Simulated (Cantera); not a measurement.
A jet of CH4 : O2 : N2 = 0.024 : 0.063 : 0.79 (molar parts), equivalence ratio 0.76 at 300 K and 24.8 Torr hits a platinum plate 6 cm away at a mass flux of 0.04 kg/m²/s; the plate temperature is set and raised in steps from an oxygen-covered start.

Model: Deutschmann's 1995 Pt surface mechanism with GRI-Mech 3.0 gas chemistry, integrated in Cantera. Catalytic surfaces can have several steady states; this one follows from the mechanism file's or the stated starting coverage.

One state of this run: wall x CH4 = 0.00810; wall x O2 = 0.0311; wall x H2O = 0.0357; wall x OH = 7.27e-7; wall x CO = 1.13e-5; wall x CO2 = 0.0234; θ free Pt = 0.557; θ O* = 0.443. x: mole fraction at the wall; θ: surface coverage.

### Question
Which value of plate T (K) does it belong to?
(A) 1100
(B) 950
(C) 1050
(D) 900

### Answer
C, 1050
